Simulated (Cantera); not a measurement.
An isothermal, constant-pressure homogeneous reactor starts with 43.6 % H2, 36.4 % O2, 20.0 % N2, equivalence ratio 0.60, at 1348 K and 0.130 bar.

Computed with Cantera and the H2/O2 subset of GRI-Mech 3.0, which has no nitrogen chemistry. The temperature is held fixed by assumption; the heat of reaction is taken as removed at once.

x: mole fraction; the columns are a selection and need not sum to one.

| t (s) | x H2 | x O2 | x H2O | x H | x OH | x H2O2 | x HO2 |
|---|---|---|---|---|---|---|---|
| 3.00e-6 | 0.436 | 0.364 | 1.05e-8 | 5.43e-8 | 5.73e-9 | 8.44e-11 | 5.14e-8 |
| 1.04e-5 | 0.436 | 0.364 | 3.17e-7 | 4.10e-7 | 5.79e-8 | 9.96e-10 | 1.79e-7 |
| 3.58e-5 | 0.436 | 0.364 | 8.00e-5 | 6.59e-5 | 9.70e-6 | ___ | 1.25e-6 |
| 0.000124 | 0.0513 | 0.186 | 0.313 | 0.165 | 0.0185 | ___ | 3.51e-5 |
| 0.000428 | 0.0223 | 0.185 | 0.490 | 0.0301 | 0.0120 | ___ | 4.52e-5 |
| 0.00148 | 0.00174 | 0.185 | 0.553 | 0.000524 | 0.00313 | ___ | 2.15e-5 |
| 0.00510 | 0.000117 | 0.186 | 0.557 | 9.59e-6 | 0.000835 | ___ | 2.81e-6 |
| 0.0176 | 1.53e-5 | 0.186 | 0.558 | 4.98e-7 | 0.000315 | ___ | 4.53e-7 |
| 0.0609 | 3.15e-6 | 0.186 | 0.558 | 4.96e-8 | 0.000146 | ___ | 1.24e-7 |
| 0.211 | 1.01e-6 | 0.186 | 0.558 | 9.15e-9 | 8.25e-5 | ___ | 7.70e-8 |
| 0.727 | 7.17e-7 | 0.186 | 0.558 | 5.50e-9 | 6.89e-5 | 6.82e-9 | 7.52e-8 |
| 2.51 | 7.13e-7 | 0.186 | 0.558 | 5.46e-9 | 6.87e-5 | 6.79e-9 | 7.52e-8 |
| 8.68 | 7.13e-7 | 0.186 | 0.558 | 5.46e-9 | 6.87e-5 | 6.79e-9 | 7.52e-8 |
| 30.0 | 7.13e-7 | 0.186 | 0.558 | 5.46e-9 | 6.87e-5 | 6.79e-9 | 7.52e-8 |

Question: What belongs in the gaps?

Answer: 
- 3.58e-5, x H2O2: 1.46e-8
- 0.000124, x H2O2: 2.87e-6
- 0.000428, x H2O2: 4.50e-6
- 0.00148, x H2O2: 1.79e-6
- 0.00510, x H2O2: 3.74e-7
- 0.0176, x H2O2: 8.89e-8
- 0.0609, x H2O2: 2.47e-8
- 0.211, x H2O2: 9.18e-9
